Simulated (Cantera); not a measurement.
Feed: 1 mol CHF₃, 0.34 mol HCl, held at 10000 Pa.

Method: chemical equilibrium by Gibbs-energy minimisation in Cantera with the NASA 1993 tables (ideal gas, pure condensed phases). Candidate condensed phases: C, C₆H₆, C₇H₈, C₈H₁₈; 118 gas species. Gases not in the tables: C₂F₆ and larger saturated fluorocarbons. Kinetics and transport are ignored.

x: gas mole fraction; n: condensed amount in mol.

```json
[
 {"T (K)": "1650", "x HF": "0.628", "x CF₄": "0.221", "x Cl": "0.0699", "x HCl": "0.0537", "x CF₂": "0.000485", "x Cl₂": "0.0227", "x F": "7.65e-5", "n C(graphite)": "0.556"},
 {"T (K)": "1700", "x HF": "0.630", "x CF₄": "0.217", "x Cl": "(withheld)", "x HCl": "(withheld)", "x CF₂": "(withheld)", "x Cl₂": "(withheld)", "x F": "(withheld)", "n C(graphite)": "0.560"},
 {"T (K)": "1750", "x HF": "0.631", "x CF₄": "0.213", "x Cl": "0.0984", "x HCl": "0.0366", "x CF₂": "0.00151", "x Cl₂": "0.0157", "x F": "0.000283", "n C(graphite)": "0.564"},
 {"T (K)": "1800", "x HF": "0.632", "x CF₄": "0.209", "x Cl": "0.111", "x HCl": "0.0296", "x CF₂": "0.00254", "x Cl₂": "0.0123", "x F": "0.000517", "n C(graphite)": "0.566"},
 {"T (K)": "1850", "x HF": "0.633", "x CF₄": "0.205", "x Cl": "0.122", "x HCl": "(withheld)", "x CF₂": "(withheld)", "x Cl₂": "(withheld)", "x F": "(withheld)", "n C(graphite)": "0.568"},
 {"T (K)": "1900", "x HF": "0.632", "x CF₄": "0.201", "x Cl": "0.130", "x HCl": "0.0188", "x CF₂": "0.00660", "x Cl₂": "0.00698", "x F": "0.00156", "n C(graphite)": "0.568"},
 {"T (K)": "1950", "x HF": "0.631", "x CF₄": "0.196", "x Cl": "0.137", "x HCl": "0.0149", "x CF₂": "0.0102", "x Cl₂": "0.00511", "x F": "0.00259", "n C(graphite)": "0.567"},
 {"T (K)": "2000", "x HF": "0.629", "x CF₄": "0.191", "x Cl": "0.142", "x HCl": "0.0118", "x CF₂": "0.0154", "x Cl₂": "0.00370", "x F": "0.00420", "n C(graphite)": "0.564"},
 {"T (K)": "2050", "x HF": "0.626", "x CF₄": "0.184", "x Cl": "0.145", "x HCl": "0.00931", "x CF₂": "0.0226", "x Cl₂": "0.00267", "x F": "0.00662", "n C(graphite)": "0.558"},
 {"T (K)": "2100", "x HF": "0.622", "x CF₄": "0.175", "x Cl": "0.147", "x HCl": "0.00739", "x CF₂": "0.0324", "x Cl₂": "0.00192", "x F": "0.0102", "n C(graphite)": "0.550"},
 {"T (K)": "2150", "x HF": "0.615", "x CF₄": "0.164", "x Cl": "0.148", "x HCl": "0.00590", "x CF₂": "0.0453", "x Cl₂": "0.00138", "x F": "0.0153", "n C(graphite)": "0.539"}
]
```

**Question.** What belongs in the gaps?

**Answer.** 
- 1700, x Cl: 0.0844
- 1700, x HCl: 0.0447
- 1700, x CF₂: 0.000872
- 1700, x Cl₂: 0.0193
- 1700, x F: 0.000150
- 1850, x HCl: 0.0237
- 1850, x CF₂: 0.00415
- 1850, x Cl₂: 0.00939
- 1850, x F: 0.000911
